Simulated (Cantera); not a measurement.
Cantera run:

```python
import numpy as np
import cantera as ct

gas_names = [...]  # 113 gases of nasa_gas.yaml made of C, H, O, Ta
cond_names = """
    C(gr) C6H6(L) C7H8(L) C8H18(L),n-octa H2O(s) H2O(L) Ta(cr) Ta(L) TaC(s) TaC(L) Ta2O5(s) Ta2O5(L)
""".split()


# ... load() reads the species with a 1 bar reference pressure and builds the phases ...
atoms = {
    'Ta(OEt)5': {'Ta': 1, 'C': 10, 'H': 25, 'O': 5},
    'H2O': {'H': 2, 'O': 1},
}
top_T = {'C(gr)': 4500}  # K; cautious upper limits of use, not melting points


# ... equilibrate(T, P, feed) seeds the gas with the atoms and calls Mixture.equilibrate('TP', solver="vcs", rtol=1e-11, max_steps=5000) ...
results = []
T = 1673.15  # K
P = 1000  # Pa
for m in [2.5, 2.9, 3.5, 4.1, 4.8, 5.7, 6.8, 8, 9.5, 11, 13]:
    feed = {'Ta(OEt)5': 1, 'H2O': m}  # mol
    mix = equilibrate(T, P, feed)
    results.append((T, P, feed, dict(zip(mix.species_names, mix.species_moles))))

top = {s: max(r[3][s] / sum(r[3][g] for g in gas_names) for r in results) for s in gas_names}
cols = sorted((s for s in top if top[s] > 0.001), key=lambda s: -top[s])[:8]
seen = [c for c in cond_names if any(r[3].get(c, 0) > 1e-12 for r in results)]
print("log10 of partial pressures in bar; condensed amounts in mol")
print(f"{'n(H2O)':>10s}" + "".join(f"{s[:9]:>10s}" for s in cols + seen))
for T, P, feed, n in results:
    ng = sum(n[g] for g in gas_names)
    print(f"{feed['H2O']:10.4g}" + "".join(f"{np.log10(max(n[s] / ng * P / 1e5, 1e-99)):10.3f}" for s in cols)
          + "".join(f"{n.get(c, 0):10.4g}" for c in seen))
```

Output:

```
log10 of partial pressures in bar; condensed amounts in mol
    n(H2O)        H2        CO       H2O       CO2     C(gr)    TaC(s)  Ta2O5(s)
       2.5    -2.177    -2.477    -7.904    -8.724     1.498         1         0
       2.9    -2.180    -2.470    -7.901    -8.710     1.098         1         0
       3.5    -2.186    -2.460    -7.896    -8.690    0.4981         1         0
       4.1    -2.190    -2.454    -5.059    -5.843         0    0.9789   0.01056
       4.8    -2.187    -2.459    -5.058    -5.850         0    0.7791    0.1104
       5.7    -2.183    -2.466    -5.056    -5.858         0    0.5223    0.2388
       6.8    -2.179    -2.473    -5.054    -5.868         0    0.2085    0.3958
         8    -2.182    -2.487    -3.846    -4.671         0         0       0.5
       9.5    -2.199    -2.517    -3.263    -4.100         0         0       0.5
        11    -2.215    -2.545    -3.039    -3.888         0         0       0.5
        13    -2.236    -2.580    -2.866    -3.730         0         0       0.5
```

Method: chemical equilibrium by Gibbs-energy minimisation in Cantera with the NASA 1993 tables (ideal gas, pure condensed phases). The feed counts by its element totals alone. Mutual solubility and eutectic melting of coexisting phases are not modelled. TaC: taken at fixed stoichiometry. Condensed phases not in the tables: Ta2C.
